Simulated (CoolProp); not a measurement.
Model: reference Helmholtz-energy equation of state, Guder 2009, in CoolProp.

**Question.** For sulfur hexafluoride, give the phase and the viscosity (µPa s), Prandtl number at 345.9 K and 0.175 MPa.

**Answer.** 
- 345.9 K and 0.175 MPa: gas; viscosity 17.4, Prandtl number 0.773

Viscosity comes from a separate model (Quiñones-Cisneros 2012). Thermal conductivity comes from a separate model (Assael 2012).
